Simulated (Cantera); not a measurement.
An adiabatic, constant-pressure homogeneous reactor starts with H2 : O2 : N2 : H2O = 1 : 0.25 : 0.94 : 0.17 (molar parts), equivalence ratio 2.0, at 1675 K and 100000 Pa. Integrator tolerance rtol = 1e-08.

Detailed kinetics in Cantera: the H2/O2 subset of GRI-Mech 3.0, which has no nitrogen chemistry.

```
quantity                                                              before                                    after
---------------------------------  -----------------------------------------  ---------------------------------------
time of steepest temperature rise                                    9.16 µs                                  9.11 µs
temperature at 0.100 s                                                2783 K                                   2690 K
equilibrium temperature                                               2783 K                                   2690 K
x(H2) at 0.100 s                         0.222 (gas-phase equilibrium 0.222)    0.0189 (gas-phase equilibrium 0.0189)
x(O2) at 0.100 s                   0.000734 (gas-phase equilibrium 0.000734)    0.0477 (gas-phase equilibrium 0.0477)
x(H2O) at 0.100 s                        0.293 (gas-phase equilibrium 0.293)      0.292 (gas-phase equilibrium 0.292)
x(O) at 0.100 s                      0.00138 (gas-phase equilibrium 0.00138)  0.00761 (gas-phase equilibrium 0.00761)
x(HO2) at 0.100 s                    6.81e-7 (gas-phase equilibrium 6.81e-7)  1.27e-5 (gas-phase equilibrium 1.27e-5)
x(H) at 0.100 s                        0.0366 (gas-phase equilibrium 0.0366)  0.00758 (gas-phase equilibrium 0.00758)
```

Question: Name the change that produced these shifts.
A. initial temperature 1675 to 1100 K
B. initial temperature 1675 to 1550 K
C. pressure from 100000 Pa to 330000 Pa
D. H2 1 to 0.35 parts

Answer: D, H2 1 to 0.35 parts
